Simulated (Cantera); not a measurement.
A closed system holds: 1 mol Si(CH3)4, 2.8 mol H2, equilibrated at 8200 Pa.

These are equilibrium values from Cantera (NASA tables, ideal gas, pure condensed phases), not measurements of a reactor. Candidate condensed phases: C, C6H6, C7H8, C8H18, Si, SiC; 87 gas species. Rates play no part. All values below are at 1373 K.

Base state: H2 1.000, CH4 0.000413, H 1.16e-5 (mole fractions); condensed: C(graphite) + SiC(s).

Problem. What changes in the equilibrium state with this change: 0.38 mol NH3 added?

Solution. 
```csv
species,before,after
H2,1.000,0.980
N2,0,0.0199
CH4,0.000413,0.000396
HCN,0,5.54e-5
H,1.16e-5,1.15e-5
"C(graphite), mol",3.00,3.00
"SiC(s), mol",1.00,1.00
```
Further candidate phases: Si3N4.
